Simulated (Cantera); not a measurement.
Charge: 1 mol CH4, 0.18 mol O2, held at 59.0 Pa.

Equilibrium computed with Cantera from the NASA thermochemical tables; the gas is ideal and each condensed phase is pure. Candidate condensed phases: C, C6H6, C7H8, C8H18, H2O; 131 gas species. Ions and electrons are included (thermal ionisation). Equilibrium is a limit: real reactors are often held back by kinetics, nucleation or transport.

### Question
Which condensed phases are stable at each of these points (T (K)): 2500, 3000, 3500, 4000, 4500, 5000?

### Answer
```tsv
T (K)	condensed phases	C condensed (%)
2500	C(graphite)	60.5
3000	gas only	0.0
3500	gas only	0.0
4000	gas only	0.0
4500	gas only	0.0
5000	gas only	0.0
```

At 2500 K the condensed part is C(graphite). From 3000 K to 5000 K nothing is condensed.
